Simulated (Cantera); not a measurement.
An isothermal, constant-pressure homogeneous reactor starts with 26.0 % CH₄, 74.0 % N₂, at 1600 K and 760 Torr.

Detailed kinetics in Cantera: GRI-Mech 3.0 (53 species, 325 reactions). GRI-Mech 3.0 stops at C3 and has no aromatics, soot or wall deposition, so with more carbon than oxygen in the feed, carbon stays in small species such as C2H2 where larger ones or solid carbon would form.

x: mole fraction; the columns are a selection and need not sum to one.

| t (s) | x CH₄ | x CH₃ | x C₂H₂ | x H | x C₂H₄ | x C₂H₆ | x H₂ |
|---|---|---|---|---|---|---|---|
| 0.000300 | 0.259 | 0.000238 | 2.73e-7 | 1.77e-7 | 3.09e-5 | 7.69e-5 | 0.000259 |
| 0.000949 | 0.258 | 0.000377 | 1.27e-5 | 3.71e-7 | 0.000309 | 0.000394 | 0.00124 |
| 0.00300 | 0.251 | ___ | ___ | ___ | ___ | ___ | ___ |
| 0.00949 | 0.225 | 0.000481 | 0.00723 | 4.20e-6 | 0.00616 | 0.000778 | 0.0350 |
| 0.0300 | 0.177 | 0.000326 | 0.0292 | 8.91e-6 | 0.00348 | 0.000329 | 0.0951 |
| 0.0949 | ___ | ___ | ___ | ___ | ___ | ___ | ___ |
| 0.300 | 0.0497 | 9.14e-5 | 0.0811 | 2.26e-5 | 0.00244 | 2.21e-5 | 0.248 |
| 0.949 | 0.0197 | 3.94e-5 | 0.0926 | 2.80e-5 | 0.00296 | 5.15e-6 | 0.284 |
| 3.00 | 0.0150 | 3.07e-5 | 0.0944 | 2.92e-5 | 0.00305 | 3.80e-6 | 0.289 |

Some entries are withheld; supply them.


- 0.00300, x CH₃: 0.000541
- 0.00300, x C₂H₂: 0.000451
- 0.00300, x H: 1.31e-6
- 0.00300, x C₂H₄: 0.00234
- 0.00300, x C₂H₆: 0.000991
- 0.00300, x H₂: 0.00730
- 0.0949, x CH₄: 0.111
- 0.0949, x CH₃: 0.000194
- 0.0949, x C₂H₂: 0.0570
- 0.0949, x H: 1.53e-5
- 0.0949, x C₂H₄: 0.00211
- 0.0949, x C₂H₆: 0.000106
- 0.0949, x H₂: 0.175
